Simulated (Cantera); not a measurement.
# Low-pressure radical oxidation in H2/O2

An isothermal, constant-pressure homogeneous reactor starts with H2 : O2 = 0.0051 : 1 (molar parts), at 1325 K and 27.8 Torr.

Computed with Cantera and GRI-Mech 3.0 (53 species, 325 reactions). Radical loss at walls, strong at low pressure, is not modelled.

| t (s) | x H2 | x O2 | x OH | x O | x H2O2 | x H2O | x H |
|---|---|---|---|---|---|---|---|
| 1.00e-5 | 0.00507 | 0.995 | 4.27e-10 | 4.30e-10 | <1e-12 | 8.03e-12 | 6.69e-10 |
| 2.61e-5 | 0.00507 | 0.995 | 1.91e-9 | 1.95e-9 | <1e-12 | 1.02e-10 | 1.00e-9 |
| 6.81e-5 | 0.00507 | 0.995 | 6.76e-9 | 7.12e-9 | <1e-12 | 1.03e-9 | 1.34e-9 |
| 0.000178 | 0.00507 | 0.995 | 2.34e-8 | 2.63e-8 | 5.06e-12 | 9.33e-9 | 2.38e-9 |
| 0.000464 | 0.00507 | 0.995 | 1.18e-7 | 1.44e-7 | 3.17e-11 | 1.02e-7 | 8.38e-9 |
| 0.00121 | 0.00507 | 0.995 | 2.55e-6 | 3.21e-6 | 1.82e-10 | 3.26e-6 | 1.63e-7 |
| 0.00316 | 0.00211 | 0.992 | 0.00113 | 0.00219 | 5.51e-8 | 0.00234 | 0.000117 |
| 0.00825 | 1.04e-5 | 0.990 | 0.000559 | 0.00428 | 1.75e-8 | 0.00474 | 8.04e-5 |
| 0.0215 | 8.88e-6 | 0.991 | 0.000518 | 0.00367 | 1.67e-8 | 0.00478 | 6.39e-5 |
| 0.0562 | 6.30e-6 | 0.992 | 0.000437 | 0.00258 | 1.50e-8 | 0.00484 | 3.78e-5 |
| 0.147 | 3.15e-6 | 0.993 | 0.000310 | 0.00127 | 1.14e-8 | 0.00492 | 1.32e-5 |
| 0.383 | 1.02e-6 | 0.994 | 0.000177 | 0.000407 | 6.35e-9 | 0.00500 | 2.41e-6 |
| 1.00 | 2.39e-7 | 0.995 | 8.58e-5 | 9.50e-5 | 2.39e-9 | 0.00504 | 2.73e-7 |
x: mole fraction; the columns are a selection and need not sum to one.

Equilibrium at this temperature and pressure: H2 3.58e-9, O2 0.995, OH 1.06e-5, O 1.44e-6, H2O2 6.45e-11, H2O 0.00508, H 5.12e-10 (gas phase only).
